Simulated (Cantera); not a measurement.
Feed: 1 mol SiCl4, 0.021 mol C3H8, 85 mol H2, held at 11.0 mbar.

Equilibrium computed with Cantera from the NASA thermochemical tables; the gas is ideal and each condensed phase is pure. Candidate condensed phases: C, C6H6, C7H8, C8H18, Si, SiC; 109 gas species. Mutual solubility and eutectic melting of coexisting phases are not modelled. The numbers say what is thermodynamically allowed, not how fast it happens.

Over these rows the condensed part is Si(s) + SiC(s). Partial pressures as log10 of bar:

```json
[
 {"T (K)": "1248", "1000/T (1/K)": "0.8013", "log p SiH2Cl2": "-6.80", "log p H2": "-1.98", "log p HCl": "-3.39"},
 {"T (K)": "1323", "1000/T (1/K)": "0.7559", "log p SiH2Cl2": "-7.11", "log p H2": "-1.98", "log p HCl": "-3.39"},
 {"T (K)": "1398", "1000/T (1/K)": "0.7153", "log p SiH2Cl2": "-7.40", "log p H2": "-1.98", "log p HCl": "-3.39"},
 {"T (K)": "1473", "1000/T (1/K)": "0.6789", "log p SiH2Cl2": "-7.67", "log p H2": "-1.98", "log p HCl": "-3.39"},
 {"T (K)": "1548", "1000/T (1/K)": "0.6460", "log p SiH2Cl2": "?", "log p H2": "-1.98", "log p HCl": "-3.40"},
 {"T (K)": "1623", "1000/T (1/K)": "0.6161", "log p SiH2Cl2": "-8.12", "log p H2": "-1.98", "log p HCl": "-3.40"}
]
```

### Question
Fit log p(SiH2Cl2) = a + b·(1000/T) to the five rows, give the apparent enthalpy, and predict the row at 1548 K.

### Answer
Means: 1000/T = 0.7135, log p = -7.420. Sxy = 0.144446, Sxx = 0.0201938, so b = 7.15 and a = -7.420 − (7.15)×0.7135 = -12.52.
Apparent enthalpy: −19.145 × (7.15) = -137 kJ/mol. With the condensed phases at unit activity, Si(s) + 2 HCl(g) = SiH2Cl2(g) links this pressure to the main gases: over the six rows their terms move log p by -0.02 in all, so the slope is close to that reaction's ΔH°. The five rows lie within 0.01 of the line.
Prediction at 1548 K: -12.52 + (7.15)×0.6460 = -7.90. The computed value is -7.90, 0.00 from the line.
